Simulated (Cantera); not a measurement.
Input (Python, Cantera) and output of one run.

```python
import numpy as np
import cantera as ct

gas_names = """
    H H2 N NH NH2 NH3 N2 N2H2 N2H4 Si SiH SiH2 SiH3 SiH4 SiN Si2 Si2N Si3
""".split()
cond_names = """
    Si(cr) Si(L) Si3N4(a)
""".split()


def load(file, names, dense=False):
    # The tables refer to 1 bar. Condensed volumes are neglected.
    table = {s.name: s for s in ct.Species.list_from_file(file)}
    out = []
    for n in names:
        d = dict(table[n].input_data)
        d["thermo"] = dict(d["thermo"], **{"reference-pressure": 1e5})
        if dense:
            d["equation-of-state"] = {"model": "constant-volume", "density": "1e6 g/cm^3"}
        out.append(ct.Species.from_dict(d))
    return out


gas = ct.Solution(thermo="ideal-gas", species=load("nasa_gas.yaml", gas_names))
cond = {s.name: ct.Solution(thermo="fixed-stoichiometry", species=[s], name=s.name)
        for s in load("nasa_condensed.yaml", cond_names, dense=True)}
atoms = {
    'SiH4': {'Si': 1, 'H': 4},
    'N2': {'N': 2},
}
top_T = {'Si3N4(a)': 2400}  # K; cautious upper limits of use, not melting points


def equilibrate(T, P, feed):
    n = {}
    for name, mol in feed.items():
        for a, k in atoms[name].items():
            n[a] = n.get(a, 0.0) + k * mol
    gas.TPX = T, P, n
    mass = sum(n.values()) * gas.mean_molecular_weight
    gas.equilibrate("TP")
    valid = [c for c in cond.values() if c.min_temp <= T <= top_T.get(c.name, c.max_temp)]
    mix = ct.Mixture([(gas, mass / gas.mean_molecular_weight)] + [(c, 0.0) for c in valid])
    mix.T, mix.P = T, P
    mix.equilibrate("TP", solver="vcs", rtol=1e-11, max_steps=5000)
    return mix


results = []
feed = {'SiH4': 1, 'N2': 0.22}  # mol
T = 1500  # K
P = 19000  # Pa
mix = equilibrate(T, P, feed)
results.append((T, P, feed, dict(zip(mix.species_names, mix.species_moles))))
print(gas.report(threshold=1e-06))
for i in range(1, mix.n_phases):
    print(f"{mix.phase(i).name:16s} {mix.phase_moles(i):12.5e} mol")
```

It prints:

```
       temperature   1500 K
          pressure   19000 Pa
           density   0.0030812 kg/m^3
  mean mol. weight   2.0225 kg/kmol
   phase of matter   gas

                          1 kg             1 kmol
                     ---------------   ---------------
          enthalpy        1.7969e+07        3.6343e+07  J
   internal energy        1.1803e+07        2.3871e+07  J
           entropy             95298        1.9274e+05  J/K
    Gibbs function       -1.2498e+08       -2.5277e+08  J
 heat capacity c_p             16000             32359  J/K
 heat capacity c_v             11889             24045  J/K

                      mass frac. Y      mole frac. X     chem. pot. / RT
                     ---------------   ---------------   ---------------
                 H        2.0124e-05        4.0378e-05           -10.132
                H2            0.9965           0.99971           -20.264
                N2         0.0034555        0.00024948           -35.969
              SiH2        2.2287e-05        1.4975e-06           -24.849
     [  +14 minor]        6.6734e-06        5.2085e-07

Si(cr)            6.70745e-01 mol
Si3N4(a)          1.09750e-01 mol
```

Equilibrium computed with Cantera from the NASA thermochemical tables; the gas is ideal and each condensed phase is pure. Mutual solubility and eutectic melting of coexisting phases are not modelled.
